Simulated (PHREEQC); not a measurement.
Consider water at 25 °C with 0.022 mol FeSO4, 0.00028 mol CaCl2, 0.004 mol HCl, 0.065 mol Na2SO4 and 0.021 mol CdSO4 per kg of water. Closed to the air; pH follows from the charge balance.

Equilibrium calculation in PHREEQC: ion-association model, phreeqc.dat.

This is a speciation only: nothing precipitates in the calculation.

### Question
Order these Cl species by the share of Cl that they hold, largest first: CdCl2, Cl-, FeCl+, CdCl+.

### Answer
Cl- (85 %), CdCl+ (14 %), FeCl+ (0.40 %), CdCl2 (0.22 %)

The pH is 2.96 and the ionic strength 0.245 mol/kgw.
